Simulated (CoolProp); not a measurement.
Dodecamethylpentasiloxane (MD3M) along the isobar 101 kPa: fugacity coefficient from the reference equation and from simpler models built on Tc = 354.9 °C, pc = 954.0 kPa, ω = 0.730; each cubic takes its own stable root.

Model: reference Helmholtz-energy equation of state, Thol 2019, in CoolProp.

```tsv
T (°C)	phase	reference	van der Waals	Redlich-Kwong	Soave-Redlich-Kwong	Peng-Robinson
286.55	gas	0.9379	0.9587	0.9503	0.9435	0.9393
292.05	gas	0.9404	0.9597	0.9516	0.9455	0.9414
297.55	gas	0.9427	0.9606	0.9529	0.9475	0.9434
302.95	gas	0.9449	0.9614	0.9542	0.9493	0.9453
308.45	gas	0.9471	0.9623	0.9554	0.9512	0.9471
313.95	gas	0.9491	0.9631	0.9565	0.9529	0.9489
319.45	gas	0.9510	0.9639	0.9577	0.9546	0.9506
324.95	gas	0.9529	0.9647	0.9588	0.9563	0.9522
330.45	gas	0.9546	0.9655	0.9598	0.9578	0.9538
335.85	gas	0.9563	0.9662	0.9609	0.9593	0.9553
341.35	gas	0.9579	0.9670	0.9618	0.9608	0.9568
346.85	gas	0.9594	0.9677	0.9628	0.9622	0.9583
```
